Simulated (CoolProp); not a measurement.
Propyne along the isobar 9.63 MPa: density (kg/m³) from the reference equation and from simpler models built on Tc = 402.7 K, pc = 5.658 MPa, ω = 0.204; each cubic takes its own stable root.

Computed with CoolProp (reference Helmholtz-energy equation of state, Polt 1992). This equation is an older, rougher fit; its heat capacities, sound speeds and derivatives of the liquid may be far off and weren't checked against measurements.

| T (K) | phase | reference |
|---|---|---|
| 391.4 | liquid | 459.6 |
| 397.7 | liquid | 443.0 |
| 404.1 | supercritical | 424.3 |
| 410.4 | supercritical | 403.6 |
| 416.8 | supercritical | 379.2 |
| 423.1 | supercritical | 350.9 |
| 429.5 | supercritical | 317.2 |
| 435.9 | supercritical | 280.4 |
| 442.2 | supercritical | 246.4 |
| 448.6 | supercritical | 218.5 |
| 454.9 | supercritical | 197.9 |
| 461.3 | supercritical | 182.1 |
| 467.6 | supercritical | 170.0 |
| 474 | supercritical | 160.1 |

Q: How far does each simpler model (van der Waals, Redlich-Kwong, Peng-Robinson) lie from the reference over these 14 states: mean and median of the absolute difference, and the worst?

A: 
- van der Waals: mean 17.4 %, median 14.5 %, worst -31.2 % at 391.4 K and 9.63 MPa
- Redlich-Kwong: mean 7.9 %, median 7.9 %, worst -13.9 % at 404.1 K and 9.63 MPa
- Peng-Robinson: mean 4.2 %, median 4.0 %, worst -8.2 % at 429.5 K and 9.63 MPa
